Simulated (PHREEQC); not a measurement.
A solution holds 0.0048 mol HF, 0.28 mol (CH3)4NF and 0.00062 mol H2SiF6 per kg of water, at 25 °C. Closed to the air; pH follows from the charge balance.

All values are PHREEQC results (ion-association model, phreeqc.dat), not measurements.

| quantity | before | after |
|---|---|---|
| pH | 4.95 | 4.11 |
| HF2- (mol/kgw) | 0.00308 | 0.00102 |
| HF (mol/kgw) | 0.00295 | 0.00493 |
| H4SiO4 (mol/kgw) | 1.44e-10 | 7.80e-10 |
| SI of Quartz (SiO2) | -5.83 | -5.12 |

Q: Name the change that produced these shifts.
(A) temperature from 25 to 80 °C
(B) (CH3)4NF from 0.28 to 0.056 mol/kgw
(C) diluted 5-fold with water

A: B, (CH3)4NF from 0.28 to 0.056 mol/kgw

Precipitation was switched off in this run. (CH3)4N+ isn't in the database: it is added as a free cation with an ion size of 4 Å. SiF6-2 is the database's only silicon fluoride.
